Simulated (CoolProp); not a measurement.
Vapour-liquid equilibrium of isobutene (1) + n-butane (2) at 200.8 K; x and y are mole fractions of (1).

Values from CoolProp's multi-fluid Helmholtz-energy mixture model, Lemmon 2005 and Bücker 2006; pair parameters Bell 2016.

| x | bubble pressure, mixture model (MPa) | bubble pressure, Raoult's law (MPa) | y, mixture model | y, Raoult's law |
|---|---|---|---|---|
| 0.05 | 0.002120 | 0.002105 | ___ | 0.069 |
| 0.125 | 0.002200 | 0.002167 | 0.178 | 0.167 |
| 0.2 | 0.002274 | 0.002230 | 0.270 | 0.260 |
| 0.275 | ___ | 0.002293 | 0.356 | 0.348 |
| 0.35 | 0.002411 | 0.002356 | 0.436 | 0.431 |
| 0.425 | 0.002475 | 0.002418 | ___ | 0.510 |
| 0.5 | 0.002535 | 0.002481 | 0.582 | 0.584 |
| 0.575 | ___ | 0.002544 | 0.650 | 0.655 |
| 0.65 | 0.002651 | 0.002607 | 0.716 | 0.723 |
| 0.725 | ___ | 0.002669 | 0.780 | 0.787 |
| 0.8 | ___ | 0.002732 | 0.842 | 0.849 |
| 0.875 | ___ | 0.002795 | ___ | 0.908 |
| 0.95 | 0.002865 | 0.002858 | 0.961 | 0.964 |

### Question
Fill in the missing entries.

### Answer

- 0.05, y, mixture model: 0.075
- 0.275, bubble pressure, mixture model (MPa): 0.002345
- 0.425, y, mixture model: 0.511
- 0.575, bubble pressure, mixture model (MPa): 0.002594
- 0.725, bubble pressure, mixture model (MPa): 0.002706
- 0.8, bubble pressure, mixture model (MPa): 0.002760
- 0.875, bubble pressure, mixture model (MPa): 0.002813
- 0.875, y, mixture model: 0.902

The largest gap from Raoult's law is +2.3 % in bubble pressure, at x = 0.35. No azeotrope shows between x = 0.05 and 0.95.

Pair parameters are fitted to limited data, so mixtures are less certain than the pure fluids.
